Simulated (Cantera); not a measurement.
# Ignition delay

Mixture: CH₄ : O₂ : N₂ = 1 : 1.43 : 5.37 (molar parts), at 16.0 bar, adiabatic and at constant pressure. Ignition delay is the time to a rise of 400 K.

Model: GRI-Mech 3.0 (53 species, 325 reactions), integrated in Cantera. The pressure lies above the range GRI-Mech 3.0 was tuned for (to about 10 atm).

```json
[
 {"T0 (K)": "1425", "delay (ms)": "0.290"},
 {"T0 (K)": "1500", "delay (ms)": "0.142"},
 {"T0 (K)": "1575", "delay (ms)": "0.0719"},
 {"T0 (K)": "1650", "delay (ms)": "0.0378"},
 {"T0 (K)": "1725", "delay (ms)": "0.0207"}
]
```

```json
{
 "apparent activation energy between 1575 and 1725 K": "190 kJ/mol"
}
```
